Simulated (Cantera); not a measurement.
What does this Cantera script print?

```python
import numpy as np
import cantera as ct

gas_names = [...]  # 109 gases of nasa_gas.yaml made of C, Cl, H, Si
cond_names = """
    C(gr) C6H6(L) C7H8(L) C8H18(L),n-octa Si(cr) Si(L) SiC(b)
""".split()


# ... load() reads the species with a 1 bar reference pressure and builds the phases ...
atoms = {
    'CH3SiCl3': {'C': 1, 'H': 3, 'Si': 1, 'CL': 3},
    'H2': {'H': 2},
}
top_T = {'C(gr)': 4500, 'SiC(b)': 3050}  # K; cautious upper limits of use, not melting points


# ... equilibrate(T, P, feed) seeds the gas with the atoms and calls Mixture.equilibrate('TP', solver="vcs", rtol=1e-11, max_steps=5000) ...
results = []
feed = {'CH3SiCl3': 1, 'H2': 410}  # mol
T = 2223.15  # K
for P in [100, 270, 720, 1900, 5200, 14000, 37000, 100000]:
    mix = equilibrate(T, P, feed)
    results.append((T, P, feed, dict(zip(mix.species_names, mix.species_moles))))

top = {s: max(r[3][s] / sum(r[3][g] for g in gas_names) for r in results) for s in gas_names}
cols = sorted((s for s in top if top[s] > 1e-05), key=lambda s: -top[s])[:8]
seen = [c for c in cond_names if any(r[3].get(c, 0) > 1e-12 for r in results)]
print("log10 of partial pressures in bar; condensed amounts in mol")
print(f"{'P/Pa':>10s}" + "".join(f"{s[:9]:>10s}" for s in cols + seen))
for T, P, feed, n in results:
    ng = sum(n[g] for g in gas_names)
    print(f"{P:10.4g}" + "".join(f"{np.log10(max(n[s] / ng * P / 1e5, 1e-99)):10.3f}" for s in cols)
          + "".join(f"{n.get(c, 0):10.4g}" for c in seen))
```

Result:

```
log10 of partial pressures in bar; condensed amounts in mol
      P/Pa        H2         H       HCL        Si C2H2,acet        CL       SiH      SiH2    SiC(b)
       100    -3.093    -3.739    -5.248    -5.685    -6.004    -6.034    -7.605    -8.920         0
       270    -2.627    -3.506    -4.775    -5.244    -5.554    -5.794    -6.931    -8.013         0
       720    -2.180    -3.283    -4.324    -4.822    -5.118    -5.566    -6.286    -7.144         0
      1900    -1.746    -3.066    -3.888    -4.422    -4.694    -5.347    -5.668    -6.310         0
      5200    -1.301    -2.843    -3.443    -4.054    -4.282    -5.125    -5.078    -5.497   0.05086
   1.4e+04    -0.865    -2.626    -3.007    -3.927    -4.101    -4.906    -4.733    -4.934    0.4812
   3.7e+04    -0.440    -2.413    -2.582    -3.812    -3.905    -4.694    -4.405    -4.394    0.6892
     1e+05    -0.006    -2.196    -2.148    -3.707    -3.682    -4.477    -4.083    -3.855    0.7901
```

Method: chemical equilibrium by Gibbs-energy minimisation in Cantera with the NASA 1993 tables (ideal gas, pure condensed phases). The feed counts by its element totals alone. The tables' values for SiCl are old estimates; treat these amounts as uncertain. Gases not in the tables: Si2H6 and higher silanes.
